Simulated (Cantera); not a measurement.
Cantera with NASA thermochemical tables; ideal gases at 1 bar, condensed phases pure. Values are per mole of reaction as written; species without (g) are pure solids or liquids, kept so even where they would boil at 1 bar.

Question: Between 700 and 1150 K, where is each reaction favourable under standard conditions?
- 4 Na(g) + CS₂(g) + 2 H₂(g) → 2 Na₂S + CH₄(g)

Answer: 
- 4 Na(g) + CS₂(g) + 2 H₂(g) → 2 Na₂S + CH₄(g): ΔG° is -842 kJ at 700 K and -526 kJ at 1150 K; it stays negative (K > 1). ΔH° is -1316 kJ and ΔS° -688 J/K at 1150 K.
